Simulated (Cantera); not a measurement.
An isothermal, constant-pressure homogeneous reactor starts with NO : N2 = 1 : 0.57 (molar parts), at 1875 K and 15.0 Torr. Integrator tolerance rtol = 1e-08.

Model: GRI-Mech 3.0 (53 species, 325 reactions), integrated in Cantera. Radical loss at walls, strong at low pressure, is not modelled.

Problem. What does this change do: temperature 1875 to 1400 K?

Solution. 
```
quantity                                           before                                     after
----------------  ---------------------------------------  ----------------------------------------
x(NO) at 20.0 s     0.407 (gas-phase equilibrium 0.00605)    0.636 (gas-phase equilibrium 0.000833)
x(N2) at 20.0 s       0.478 (gas-phase equilibrium 0.678)       0.363 (gas-phase equilibrium 0.681)
x(O2) at 20.0 s       0.114 (gas-phase equilibrium 0.315)    0.000292 (gas-phase equilibrium 0.318)
x(NO2) at 20.0 s  8.88e-5 (gas-phase equilibrium 2.26e-6)   5.44e-5 (gas-phase equilibrium 1.07e-6)
x(N2O) at 20.0 s  4.71e-5 (gas-phase equilibrium 4.52e-8)  0.000112 (gas-phase equilibrium 6.95e-9)
```

Problem. What does this change do: pressure from 15.0 Torr to 135 Torr?

Solution. 
| quantity | before | after |
|---|---|---|
| x(NO) at 20.0 s | 0.407 (gas-phase equilibrium 0.00605) | 0.0879 (gas-phase equilibrium 0.00606) |
| x(N2) at 20.0 s | 0.478 (gas-phase equilibrium 0.678) | 0.637 (gas-phase equilibrium 0.678) |
| x(O2) at 20.0 s | 0.114 (gas-phase equilibrium 0.315) | 0.274 (gas-phase equilibrium 0.315) |
| x(NO2) at 20.0 s | 8.88e-5 (gas-phase equilibrium 2.26e-6) | 9.17e-5 (gas-phase equilibrium 6.79e-6) |
| x(N2O) at 20.0 s | 4.71e-5 (gas-phase equilibrium 4.52e-8) | 2.78e-6 (gas-phase equilibrium 1.36e-7) |
